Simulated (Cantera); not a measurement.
## FeS2 + H2 + H2O (hydrogen reduction and annealing atmospheres)

A closed system holds: 1 mol FeS2, 0.38 mol H2, 0.4 mol H2O, held at 1.33 mbar.

Method: chemical equilibrium by Gibbs-energy minimisation in Cantera with the NASA 1993 tables (ideal gas, pure condensed phases). Candidate condensed phases: Fe, FeO, Fe(OH)2, Fe(OH)3, FeS, FeSO4, FeS2, Fe2O3, Fe2(SO4)3, Fe3O4, H2O, H2SO4, S; 22 gas species. FeS: taken at fixed stoichiometry. Gases not in the tables: S3 to S7. Equilibrium is a limit: real reactors are often held back by kinetics, nucleation or transport.

```
T (°C)   x S2    x H2  x H2O   x H2S    x SO2      x SO      x SH  n FeS(s)  n FeS(l)
------  -----  ------  -----  ------  -------  --------  --------  --------  --------
725     0.313  0.0881  0.347   0.250  0.00207   1.14e-5  0.000134      1.00         0
800     0.330   0.139  0.337   0.190  0.00249   3.53e-5  0.000324      1.00         0
875     0.346   0.188  0.326   0.136  0.00353  0.000104  0.000664      1.00         0
950     0.357   0.227  0.315  0.0934  0.00548  0.000284   0.00120      1.00         0
1025    0.363   0.258  0.303  0.0640  0.00864  0.000714   0.00196      1.00         0
1100    0.365   0.284  0.289  0.0445   0.0131   0.00163   0.00300     1.000         0
1175    0.362   0.306  0.272  0.0317   0.0188   0.00337   0.00436     1.000         0
1250    0.357   0.326  0.254  0.0232   0.0251   0.00638   0.00605         0     1.000
1325    0.349   0.345  0.233  0.0173   0.0314    0.0111   0.00811         0     1.000
1400    0.339   0.363  0.211  0.0132   0.0370    0.0180    0.0105         0     0.998
```
x: gas mole fraction; n: condensed amount in mol.

From 725 °C to 1175 °C the condensed part is FeS(s). From 1250 °C to 1400 °C the condensed part is FeS(l).
